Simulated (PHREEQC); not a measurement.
Solution A (0.097 mol HF, 0.00037 mol (CH3)4NF and 0.0027 mol H2SO4 per kg of water) is mixed with solution B (0.089 mol Cu(BF4)2, 0.026 mol H2SO4 and 0.00016 mol Na2SO4 per kg of water) at 53 °C; shares are by mass of water, 1 kg in all. Oxygen is held at 0.21 atm. CO2 from the air is kept out. Only these solids could form: Cu(OH)2, Brochantite, Antlerite, Mirabilite, Chalcanthite, CuF2:2H2O.

Equilibrium calculation in PHREEQC: ion-association model, wateq4f.dat.

| share of solution B | pH | BF4- (mol/kgw) | HSO4- (mol/kgw) | CuSO4 (mol/kgw) | SO4-2 (mol/kgw) | HF (mol/kgw) |
|---|---|---|---|---|---|---|
| 0 | 2.08 | 0 | 0.00144 | 0 | 0.00126 | 0.0790 |
| 0.1 | 1.98 | 0.0176 | 0.00224 | 0.000869 | 0.00194 | 0.0725 |
| 0.2 | 1.90 | 0.0352 | 0.00315 | 0.00170 | 0.00255 | 0.0658 |
| 0.3 | 1.83 | 0.0528 | 0.00413 | 0.00250 | 0.00310 | 0.0588 |
| 0.4 | 1.77 | 0.0703 | 0.00518 | ___ | 0.00362 | 0.0517 |
| 0.5 | 1.71 | 0.0876 | 0.00628 | 0.00404 | 0.00410 | 0.0445 |
| 0.6 | 1.67 | 0.105 | 0.00743 | 0.00479 | 0.00456 | 0.0374 |
| 0.7 | 1.63 | 0.121 | 0.00859 | ___ | 0.00500 | 0.0310 |
| 0.8 | 1.59 | 0.138 | 0.00976 | 0.00627 | 0.00544 | 0.0258 |
| 0.9 | 1.57 | 0.153 | 0.0109 | 0.00703 | ___ | 0.0224 |
| 1 | 1.54 | 0.168 | 0.0120 | 0.00781 | 0.00635 | 0.0202 |

Problem. Complete the blanks.

Solution. 
- 0.4, CuSO4 (mol/kgw): 0.00328
- 0.7, CuSO4 (mol/kgw): 0.00552
- 0.9, SO4-2 (mol/kgw): 0.00589

Species that the database lacks are ignored. (CH3)4N+ isn't in the database: it is added as a free cation with an ion size of 4 Å. wateq4f.dat counts part of the HF as a dimer, H2F2, which phreeqc.dat doesn't know; its constant is uncertain. At this temperature some constants are extrapolated from 25 °C, and those without enthalpy data are left unchanged. Real BF4- forms and hydrolyses slowly; the run takes it at equilibrium.
